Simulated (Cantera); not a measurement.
Cantera run:

```python
import numpy as np
import cantera as ct

gas_names = [...]  # 110 gases of nasa_gas.yaml made of C, H, O
cond_names = """
    C(gr) C6H6(L) C7H8(L) C8H18(L),n-octa H2O(s) H2O(L)
""".split()


# ... load() reads the species with a 1 bar reference pressure and builds the phases ...
atoms = {
    'CO': {'C': 1, 'O': 1},
    'H2O': {'H': 2, 'O': 1},
    'H2': {'H': 2},
    'O2': {'O': 2},
}
top_T = {'C(gr)': 4500}  # K; cautious upper limits of use, not melting points


# ... equilibrate(T, P, feed) seeds the gas with the atoms and calls Mixture.equilibrate('TP', solver="vcs", rtol=1e-11, max_steps=5000) ...
results = []
feed = {'CO': 1, 'H2O': 0.11, 'H2': 3.6, 'O2': 0.71}  # mol
T = 575  # K
for P in [10, 100, 1000, 10000, 100000, 1000000, 10000000]:
    mix = equilibrate(T, P, feed)
    results.append((T, P, feed, dict(zip(mix.species_names, mix.species_moles))))

top = {s: max(r[3][s] / sum(r[3][g] for g in gas_names) for r in results) for s in gas_names}
cols = sorted((s for s in top if top[s] > 0.0001), key=lambda s: -top[s])[:6]
seen = [c for c in cond_names if any(r[3].get(c, 0) > 1e-12 for r in results)]
print("log10 of partial pressures in bar; condensed amounts in mol")
print(f"{'P/Pa':>10s}" + "".join(f"{s[:9]:>10s}" for s in cols + seen))
for T, P, feed, n in results:
    ng = sum(n[g] for g in gas_names)
    print(f"{P:10.4g}" + "".join(f"{np.log10(max(n[s] / ng * P / 1e5, 1e-99)):10.3f}" for s in cols)
          + "".join(f"{n.get(c, 0):10.4g}" for c in seen))
```

Result:

```
log10 of partial pressures in bar; condensed amounts in mol
      P/Pa       H2O        H2       CH4       CO2        CO     C(gr)    H2O(L)
        10    -4.840    -4.193    -6.309    -4.725    -5.677         0         0
       100    -3.575    -3.291    -4.294    -3.788    -5.103   0.06503         0
      1000    -2.358    -2.541    -2.837    -2.898    -4.679         0         0
     1e+04    -1.240    -1.908    -1.682    -2.036    -4.303         0         0
     1e+05    -0.193    -1.348    -0.624    -1.123    -3.878         0         0
     1e+06     0.824    -0.825     0.396    -0.162    -3.410         0         0
     1e+07     1.818    -0.323     1.426     0.847    -2.893         0    0.1594
```

Equilibrium computed with Cantera from the NASA thermochemical tables; the gas is ideal and each condensed phase is pure. The ideal-gas law is rough above about 30 bar.
